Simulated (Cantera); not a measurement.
## Adiabatic ignition

An adiabatic, constant-pressure homogeneous reactor starts with 9.09 % CH4, 8.65 % O2, 82.3 % N2, at 1325 K and 100000 Pa.

Model: GRI-Mech 3.0 (53 species, 325 reactions), integrated in Cantera.

| t (s) | T (K) | x CH4 | x O2 | x C2H | x HCN | x HO2 | x NO2 | x H2O2 |
|---|---|---|---|---|---|---|---|---|
| 2.00e-6 | 1325 | 0.0909 | 0.0865 | <1e-12 | <1e-12 | 6.08e-9 | <1e-12 | 1.06e-11 |
| 5.11e-6 | 1325 | 0.0909 | 0.0865 | <1e-12 | <1e-12 | 1.55e-8 | <1e-12 | 6.72e-11 |
| 1.31e-5 | 1325 | 0.0909 | 0.0865 | <1e-12 | <1e-12 | 3.93e-8 | <1e-12 | 4.09e-10 |
| 3.34e-5 | 1325 | 0.0909 | 0.0865 | <1e-12 | <1e-12 | 9.85e-8 | <1e-12 | 2.24e-9 |
| 8.55e-5 | 1325 | 0.0909 | 0.0865 | <1e-12 | <1e-12 | 2.38e-7 | <1e-12 | 9.89e-9 |
| 0.000219 | 1325 | 0.0909 | 0.0865 | <1e-12 | <1e-12 | 5.24e-7 | <1e-12 | 3.04e-8 |
| 0.000559 | 1325 | 0.0909 | 0.0865 | <1e-12 | <1e-12 | 8.51e-7 | <1e-12 | 5.72e-8 |
| 0.00143 | 1325 | 0.0909 | 0.0865 | <1e-12 | <1e-12 | 7.41e-7 | <1e-12 | 5.10e-8 |
| 0.00366 | 1325 | 0.0907 | 0.0864 | <1e-12 | <1e-12 | 1.06e-6 | <1e-12 | 7.45e-8 |
| 0.00935 | 1327 | 0.0902 | 0.0862 | <1e-12 | <1e-12 | 2.47e-6 | <1e-12 | 1.92e-7 |
| 0.0239 | 1350 | 0.0855 | 0.0829 | <1e-12 | <1e-12 | 1.08e-5 | <1e-12 | 1.07e-6 |
| 0.0612 | 1919 | 0.00124 | 1.21e-8 | 1.57e-7 | 2.47e-5 | 7.16e-12 | 3.16e-12 | 1.30e-11 |
| 0.156 | 1909 | 0.000332 | 8.04e-9 | 1.28e-8 | 2.26e-5 | 4.28e-12 | 5.89e-12 | 7.92e-12 |
| 0.400 | 1907 | 2.72e-6 | 7.58e-9 | 2.10e-11 | 4.55e-6 | 4.00e-12 | 7.97e-12 | 7.46e-12 |
x: mole fraction; the columns are a selection and need not sum to one.

The time of steepest temperature rise comes out as 32.9 ms, the temperature at 0.400 s is 1907 K and the equilibrium temperature is 1907 K. The x(CH4) at 0.400 s is 2.72e-6 (gas-phase equilibrium 1.10e-10) and the x(O2) at 0.400 s is 7.58e-9 (gas-phase equilibrium 7.72e-9). The x(C2H) at 0.400 s is 2.10e-11 (gas-phase equilibrium <1e-12).
